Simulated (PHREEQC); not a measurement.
# Spent oxide etchant: an equilibrium model

Make-up at 25 °C: 0.0041 mol NH4HF2, 0.00014 mol H2SiF6, 0.17 mol H3PO4 and 0.0081 mol HCl per kg of water. Closed to the air; pH follows from the charge balance.

Equilibrium calculation in PHREEQC: ion-association model, phreeqc.dat.

Each row changes one thing in this solution. No solid was allowed to form.

```csv
case,pH,ionic strength (mol/kgw),H3PO4 (mol/kgw),H2PO4- (mol/kgw),HF (mol/kgw),F- (mol/kgw),SI of Quartz (SiO2)
as made,1.48,0.0425,0.136,0.0338,0.00800,0.000199,-1.73
H2SiF6 from 0.00014 to 1.4e-05 mol/kgw,1.48,0.0423,0.136,0.0339,0.00799,0.000199,-2.73
temperature from 25 to 75 °C,1.58,0.0349,0.143,0.0267,0.00892,0.000104,(withheld)
diluted 2-fold with water,1.66,0.0270,0.0624,0.0226,0.00407,0.000147,(withheld)
temperature from 25 to 5 °C,1.44,0.0469,0.132,0.0381,0.00794,0.000251,-3.05
```

Question: What belongs in the gaps?

Answer: 
- temperature from 25 to 75 °C, SI of Quartz (SiO2): -0.50
- diluted 2-fold with water, SI of Quartz (SiO2): -0.71

At this temperature some constants are extrapolated from 25 °C, and those without enthalpy data are left unchanged. SiF6-2 is the database's only silicon fluoride.
